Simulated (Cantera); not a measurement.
Ignition delay

Mixture: 11.4 % CH3OH, 14.3 % O2, 74.3 % N2, equivalence ratio 1.2, at 5.00 bar, adiabatic and at constant volume. Ignition delay is the time to a rise of 400 K.

Detailed kinetics in Cantera: GRI-Mech 3.0 (53 species, 325 reactions). GRI-Mech 3.0 was tuned for natural gas; its chemistry of methanol as a main component is partial and can be far from experiment.

| T0 (K) | delay (ms) |
|---|---|
| 1250 | 1.13 |
| 1300 | 0.541 |
| 1350 | 0.276 |
| 1400 | 0.150 |
| 1450 | 0.0856 |
| 1500 | 0.0514 |
| 1550 | 0.0322 |
| 1600 | 0.0210 |

```
Quantity                                                 Value
--------------------------------------------------  ----------
apparent activation energy between 1500 and 1600 K  180 kJ/mol
```
